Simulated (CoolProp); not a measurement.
Values from CoolProp's reference Helmholtz-energy equation of state, Lemmon 2006. It is a short technical equation, of lower accuracy than the large ones.

Question: For carbonyl sulfide, give the phase and the cp (kJ/(kg K)) at 540.9 K and 0.147 MPa; 429.3 K and 0.813 MPa; 398 K and 0.0102 MPa.

Answer: 
- 540.9 K and 0.147 MPa: gas; cp 0.833
- 429.3 K and 0.813 MPa: gas; cp 0.805
- 398 K and 0.0102 MPa: gas; cp 0.762
